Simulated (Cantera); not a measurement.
A perfectly stirred reactor is fed with N2O : N2 = 1 : 2.1 (molar parts), at 3900 Pa; it is held at 1398 K, and followed from long to short residence time.

Detailed kinetics in Cantera: GRI-Mech 3.0 (53 species, 325 reactions). GRI-Mech 3.0 was tuned for natural gas; its chemistry of N2O as a main component is partial and can be far from experiment. Radical loss at walls, strong at low pressure, is not modelled. The mechanism lacks the step 2 NO + O2 → 2 NO2, which can matter for NO2 below about 1400 K. The temperature is held fixed by assumption; the heat of reaction is taken as removed at once.

x: mole fraction; the columns are a selection and need not sum to one.

| τ (s) | x N2O | x O2 | x NO2 | x O | x N2 | x NO |
|---|---|---|---|---|---|---|
| 2.6 | 0.116 | 0.0717 | [?] | 2.45e-5 | 0.778 | 0.0345 |
| 1.3 | 0.170 | 0.0528 | [?] | 2.47e-5 | 0.751 | 0.0256 |
| 0.62 | 0.226 | 0.0335 | [?] | 2.49e-5 | 0.724 | 0.0163 |
| 0.30 | 0.267 | 0.0192 | [?] | 2.49e-5 | 0.704 | 0.00934 |
| 0.14 | 0.294 | 0.00985 | [?] | 2.49e-5 | 0.691 | 0.00480 |
| 0.070 | 0.308 | 0.00514 | [?] | 2.49e-5 | 0.685 | 0.00251 |
| 0.034 | 0.315 | 0.00255 | [?] | 2.48e-5 | 0.681 | 0.00124 |
| 0.016 | 0.319 | 0.00120 | [?] | 2.46e-5 | 0.679 | 0.000587 |
| 0.0079 | 0.321 | 0.000588 | [?] | 2.42e-5 | 0.678 | 0.000287 |
| 0.0038 | 0.322 | 0.000274 | [?] | 2.34e-5 | 0.678 | 0.000134 |
| 0.0018 | 0.322 | 0.000121 | 9.66e-10 | 2.18e-5 | 0.678 | 5.93e-5 |

Question: Complete the blanks.

Answer: 
- 2.6, x NO2: 1.18e-5
- 1.3, x NO2: 8.34e-6
- 0.62, x NO2: 5.01e-6
- 0.30, x NO2: 2.68e-6
- 0.14, x NO2: 1.23e-6
- 0.070, x NO2: 5.48e-7
- 0.034, x NO2: 2.07e-7
- 0.016, x NO2: 6.46e-8
- 0.0079, x NO2: 1.88e-8
- 0.0038, x NO2: 4.62e-9
